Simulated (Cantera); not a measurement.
A closed system holds: 1 mol SiCl₄, 13 mol H₂, equilibrated at 1002 °C and 0.520 bar.

Equilibrium computed with Cantera from the NASA thermochemical tables; the gas is ideal and each condensed phase is pure. Candidate condensed phases: Si; 19 gas species. The tables' values for SiCl₃ are old estimates; treat these amounts as uncertain. The numbers say what is thermodynamically allowed, not how fast it happens.

Base state: H₂ 0.872, HCl 0.0608, SiCl₄ 0.0303, SiHCl₃ 0.0175, SiCl₂ 0.0110, SiCl₃ 0.00715, SiH₂Cl₂ 0.00140, SiH₃Cl 3.14e-5 (mole fractions); condensed: Si(s).

Task: What changes in the equilibrium state with this change: SiCl₄ replaced by Si₃H₈?

Result: 
```
species      before  after
----------  -------  -----
H₂            0.872  1.000
HCl          0.0608      0
SiCl₄        0.0303      0
SiHCl₃       0.0175      0
SiCl₂        0.0110      0
SiCl₃       0.00715      0
SiH₂Cl₂     0.00140      0
Si(s), mol   0.0401   3.00
```
The feed counts by its element totals alone.
